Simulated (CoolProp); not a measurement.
The fluid at 501.15 K and 0.114 MPa flows at 1.6 m/s in a round tube of 2 mm bore and 1.5 µm roughness, fully developed (64/Re and Nu = 3.66 if laminar; Colebrook and Gnielinski if turbulent). The same conditions are run with several fluids, on thermodynamics alone (safety and materials aside).

Model: reference Helmholtz-energy equation of state of each fluid (propane: Lemmon 2009; n-pentane: Thol 2019; ethane: Bücker 2006; sulfur hexafluoride: Guder 2009; methanol: de Reuck 1993), in CoolProp.

Question: Rank propane, n-pentane, ethane, sulfur hexafluoride, methanol by Reynolds number, highest first.

Answer: n-pentane (563), sulfur hexafluoride (537), propane (291), ethane (178), methanol (172)

| fluid | Darcy friction factor | pressure drop (Pa/m) | heat-transfer coefficient (W/(m² K)) | mass flow (kg/h) |
|---|---|---|---|---|
| propane | 0.220 | 170 | 85.2 | 0.0219 |
| n-pentane | 0.114 | 145 | 73.4 | 0.0361 |
| ethane | 0.360 | 190 | 98.8 | 0.0149 |
| sulfur hexafluoride | 0.119 | 305 | 50.8 | 0.0724 |
| methanol | 0.373 | 210 | 70.3 | 0.0159 |

Transport values come from each fluid's own correlations; those of n-pentane are estimates that may be off by 10 % or more.
